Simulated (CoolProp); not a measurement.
Vapour-liquid equilibrium of propane (1) + neopentane (2) at 0.283 MPa; x and y are mole fractions of (1).

Computed with CoolProp (multi-fluid Helmholtz-energy mixture model, Lemmon 2009 and Lemmon 2006; pair parameters Bell 2016).

| x | bubble temperature (°C) | y at the bubble point | dew temperature at overall composition x (°C) | liquid density (mol/L) |
|---|---|---|---|---|
| 0.05 | (withheld) | 0.128 | 40.4 | 8.022 |
| 0.2 | 29.2 | 0.430 | 36.3 | (withheld) |
| 0.35 | 20.2 | 0.655 | 31.8 | 9.232 |
| 0.5 | 10.7 | (withheld) | 26.7 | (withheld) |
| 0.65 | 1.1 | (withheld) | 20.4 | 10.68 |
| 0.8 | -7.5 | 0.976 | 12.1 | (withheld) |
| 0.95 | -14.2 | 0.997 | -2.6 | 12.22 |

Problem. Complete the blanks.

Solution. 
- 0.05, bubble temperature (°C): 38.3
- 0.2, liquid density (mol/L): 8.601
- 0.5, y at the bubble point: 0.820
- 0.5, liquid density (mol/L): 9.926
- 0.65, y at the bubble point: 0.923
- 0.8, liquid density (mol/L): 11.46

No azeotrope shows between x = 0.05 and 0.95.

The pair parameters rest on a limited set of measurements; away from them the model extrapolates.
